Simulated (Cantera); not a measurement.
Mixture: H₂ : O₂ : N₂ = 1 : 0.5 : 1.88 (molar parts), at 1500000 Pa, adiabatic and at constant volume. Ignition delay is the time to a rise of 400 K.

Model: the H2/O2 subset of GRI-Mech 3.0, which has no nitrogen chemistry, integrated in Cantera. The hydrogen kinetics of GRI-Mech 3.0 are dated; newer H2 mechanisms differ, most at raised pressure. The pressure lies above the range GRI-Mech 3.0 was tuned for (to about 10 atm).

Q: Predict: delay at 1100 K; delay at 1175 K; delay at 1250 K; delay at 1325 K; delay at 1400 K; delay at 1475 K.

A: 
```json
{
  "delay at 1100 K": "0.794 ms",
  "delay at 1175 K": "0.172 ms",
  "delay at 1250 K": "30.1 µs",
  "delay at 1325 K": "4.30 µs",
  "delay at 1400 K": "1.83 µs",
  "delay at 1475 K": "1.14 µs"
}
```
